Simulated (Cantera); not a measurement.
An isothermal, constant-pressure homogeneous reactor starts with 0.406 % CH4, 99.1 % H2, 0.495 % O2, at 2825 K and 0.0263 atm.

Model: GRI-Mech 3.0 (53 species, 325 reactions), integrated in Cantera. Radical loss at walls, strong at low pressure, is not modelled.

x: mole fraction; the columns are a selection and need not sum to one.

| t (s) | x CH4 | x H2 | x O2 | x HCO | x C2H |
|---|---|---|---|---|---|
| 0.000400 | 0.00241 | 0.958 | 4.21e-5 | 1.33e-7 | 4.33e-7 |
| 0.00105 | 0.00124 | 0.940 | 1.59e-8 | 2.01e-7 | 4.40e-6 |
| 0.00274 | 0.000280 | 0.920 | 3.16e-8 | 1.11e-7 | 1.19e-5 |
| 0.00716 | 6.95e-5 | 0.893 | 4.70e-8 | 6.26e-8 | 1.06e-5 |
| 0.0187 | 3.16e-6 | 0.842 | 7.20e-8 | 1.66e-8 | 7.45e-7 |
| 0.0490 | 3.22e-12 | ___ | ___ | ___ | <1e-12 |
| 0.128 | <1e-12 | ___ | ___ | ___ | <1e-12 |
| 0.335 | <1e-12 | 0.578 | 8.09e-7 | 3.34e-9 | <1e-12 |
| 0.877 | <1e-12 | 0.575 | 8.25e-7 | 3.30e-9 | <1e-12 |
| 2.29 | <1e-12 | 0.575 | 8.25e-7 | 3.30e-9 | <1e-12 |
| 6.00 | <1e-12 | 0.575 | 8.25e-7 | 3.30e-9 | <1e-12 |

### Question
Some entries are withheld; supply them.

### Answer

- 0.0490, x H2: 0.745
- 0.0490, x O2: 2.21e-7
- 0.0490, x HCO: 6.64e-9
- 0.128, x H2: 0.629
- 0.128, x O2: 5.76e-7
- 0.128, x HCO: 4.08e-9
